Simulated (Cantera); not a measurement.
A freely propagating, adiabatic, planar premixed flame of 34.5 % CO, 2.48 % H2, 12.3 % O2, 50.7 % N2, unburnt at 600 K and 1.40 bar; mixture-averaged transport, grid criteria slope 0.08 and curve 0.16, no radiation.

Cantera simulation using GRI-Mech 3.0 (53 species, 325 reactions); the numbers are that mechanism's predictions, not measurements. Burning velocities carry a grid error of a few per cent, more on coarse grids.

Question: Predict: laminar burning velocity; thermal thickness; peak x(O); peak x(OH).

Answer: 
```json
{
  "laminar_burning_velocity": "181 cm/s",
  "thermal_thickness": "0.546 mm",
  "peak x(O)": "0.0170",
  "peak x(OH)": "0.00481"
}
```
